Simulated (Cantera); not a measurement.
A perfectly stirred reactor is fed with CH₃OH : O₂ : N₂ = 1 : 1.85 : 6.96 (molar parts), equivalence ratio 0.81, at 1580 Torr; it is adiabatic with a 475 K inlet, and is followed from long to short residence time, starting on the burning branch (τ in s: 0.024, 0.01, 0.0045, 0.0019, 0.00084, 0.00037, 0.00016, 6.9e-05, 3e-05).

Cantera simulation using GRI-Mech 3.0 (53 species, 325 reactions); the numbers are that mechanism's predictions, not measurements. GRI-Mech 3.0 was tuned for natural gas; its chemistry of methanol as a main component is partial and can be far from experiment.

**Question.** Predict: blow-out, bracketed by the residence times tried; x(CH₃OH) at τ = 24.0 ms; x(O₂) at τ = 24.0 ms; x(CH₂) at τ = 24.0 ms; x(H₂O) at τ = 24.0 ms; x(HO₂) at τ = 24.0 ms; x(CH₃OH) at τ = 0.840 ms; x(O₂) at τ = 0.840 ms; x(CH₂) at τ = 0.840 ms; x(H₂O) at τ = 0.840 ms; x(HO₂) at τ = 0.840 ms.

**Answer.** 
```
Item                                                                          Result
------------------------------------------------  ----------------------------------
blow-out, bracketed by the residence times tried  burning at 69.0 µs, out at 30.0 µs
x(CH₃OH) at τ = 24.0 ms                                                      2.44e-6
x(O₂) at τ = 24.0 ms                                                          0.0344
x(CH₂) at τ = 24.0 ms                                                        1.94e-8
x(H₂O) at τ = 24.0 ms                                                          0.190
x(HO₂) at τ = 24.0 ms                                                        2.77e-6
x(CH₃OH) at τ = 0.840 ms                                                     2.81e-5
x(O₂) at τ = 0.840 ms                                                         0.0389
x(CH₂) at τ = 0.840 ms                                                       1.83e-7
x(H₂O) at τ = 0.840 ms                                                         0.183
x(HO₂) at τ = 0.840 ms                                                       1.27e-5
```
